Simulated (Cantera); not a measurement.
# Carbon deposition, reforming and gasification: C6H6 + H2 + N2

A closed system holds: 1 mol C6H6, 3.5 mol H2, 5.2 mol N2, equilibrated at 0.420 bar.

Method: chemical equilibrium by Gibbs-energy minimisation in Cantera with the NASA 1993 tables (ideal gas, pure condensed phases). Candidate condensed phases: C, C6H6, C7H8, C8H18; 92 gas species. Rates play no part.

```
T (K)   x H2   x N2      x H   x HCN  x C2H2 (acetylene)    x HNC      x CN     x C2H  n C(graphite)
-----  -----  -----  -------  ------  ------------------  -------  --------  --------  -------------
2250   0.538  0.433  0.00840  0.0170             0.00180  0.00145   1.04e-5   1.12e-6           5.74
2325   0.532  0.430   0.0124  0.0211             0.00260  0.00199   2.18e-5   2.91e-6           5.67
2400   0.524  0.426   0.0178  0.0258             0.00365  0.00268   4.37e-5   7.13e-6           5.58
2475   0.514  0.422   0.0249  0.0309             0.00500  0.00352   8.37e-5   1.65e-5           5.47
2550   0.502  0.416   0.0341  0.0366             0.00667  0.00453  0.000154   3.61e-5           5.35
2625   0.487  0.410   0.0457  0.0426             0.00869  0.00572  0.000274   7.54e-5           5.20
2700   0.469  0.403   0.0601  0.0489              0.0111  0.00708  0.000469  0.000150           5.04
2775   0.449  0.395   0.0774  0.0553              0.0138  0.00860  0.000780  0.000287           4.85
2850   0.425  0.385   0.0979  0.0617              0.0167   0.0103   0.00126  0.000527           4.65
2925   0.399  0.375    0.122  0.0678              0.0199   0.0120   0.00198  0.000931           4.42
```
x: gas mole fraction; n: condensed amount in mol.

From 2250 K to 2925 K the condensed part is C(graphite). The main C-bearing gas is HCN throughout. The share of C in condensed phases is highest at 2250 K (95.7 %) and lowest at 2925 K (73.6 %).
